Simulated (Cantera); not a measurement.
An isothermal, constant-pressure homogeneous reactor starts with 30.8 % H2, 44.1 % O2, 25.1 % N2, equivalence ratio 0.35, at 1250 K and 0.300 bar.

Model: the H2/O2 subset of GRI-Mech 3.0, which has no nitrogen chemistry, integrated in Cantera. The temperature is held fixed by assumption; the heat of reaction is taken as removed at once.

x: mole fraction; the columns are a selection and need not sum to one.

```csv
t (s),x H2,x O2,x H2O2,x OH,x HO2,x H2O
9.00e-5,0.0182,0.327,1.23e-5,0.0106,0.000143,0.309
0.000331,0.000783,0.338,4.03e-6,0.00147,4.47e-5,0.363
0.00122,4.80e-5,0.338,8.56e-7,0.000404,5.12e-6,0.364
0.00447,4.03e-6,0.338,2.06e-7,0.000152,7.47e-7,0.364
0.0164,6.30e-7,0.339,5.39e-8,6.83e-5,1.61e-7,0.365
0.0604,1.44e-7,0.339,1.53e-8,3.38e-5,5.67e-8,0.365
0.222,[?],0.339,[?],[?],4.49e-8,0.365
0.816,3.98e-8,0.339,4.29e-9,1.68e-5,4.62e-8,0.365
3.00,3.97e-8,0.339,4.28e-9,1.68e-5,4.62e-8,0.365
```

Question: Fill in the missing entries.

Answer: 
- 0.222, x H2: 5.05e-8
- 0.222, x H2O2: 5.61e-9
- 0.222, x OH: 1.95e-5
